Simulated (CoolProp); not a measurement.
n-perfluorohexane along the isobar 1.01 bar: Z from the reference equation and from simpler models built on Tc = 174.9 °C, pc = 17.42 bar, ω = 0.497; each cubic takes its own stable root.

The numbers come from the reference Helmholtz-energy equation of state, Gao 2022 in CoolProp.

```json
[
 {"T (°C)": "48.55", "phase": "liquid", "reference": "0.007950"},
 {"T (°C)": "66.95", "phase": "gas", "reference": "0.9441"},
 {"T (°C)": "85.25", "phase": "gas", "reference": "0.9539"},
 {"T (°C)": "103.55", "phase": "gas", "reference": "0.9615"},
 {"T (°C)": "121.85", "phase": "gas", "reference": "0.9675"},
 {"T (°C)": "140.25", "phase": "gas", "reference": "0.9724"},
 {"T (°C)": "158.55", "phase": "gas", "reference": "0.9764"},
 {"T (°C)": "176.85", "phase": "gas", "reference": "0.9797"}
]
```

Task: How far does each simpler model (van der Waals, Peng-Robinson) lie from the reference over these 8 states: mean and median of the absolute difference, and the worst?

Result: 
- van der Waals: mean 1499.9 %, median 1.1 %, worst +11991.8 % at 48.55 °C and 1.01 bar
- Peng-Robinson: mean 0.4 %, median 0.2 %, worst +2.2 % at 48.55 °C and 1.01 bar

At some of these states van der Waals gives the other phase, because its saturation line lies elsewhere.
